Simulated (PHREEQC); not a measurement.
A solution holds 0.0012 mol HCl, 0.00052 mol CuSO4, 0.0013 mol MnSO4 and 2.4e-05 mol Ca(NO3)2 per kg of water, at 25 °C. Closed to the air; pH follows from the charge balance.

Model: ion-association model, phreeqc.dat, run in PHREEQC.

Precipitation was switched off in this run.

Order these Mn species by the share of Mn that they hold, largest first: MnSO4, MnCl+, Mn+2.

Mn+2 (88 %), MnSO4 (12 %), MnCl+ (0.30 %)

The pH is 3.00 and the ionic strength 0.00744 mol/kgw. Complexes and solids missing from the database can't appear.
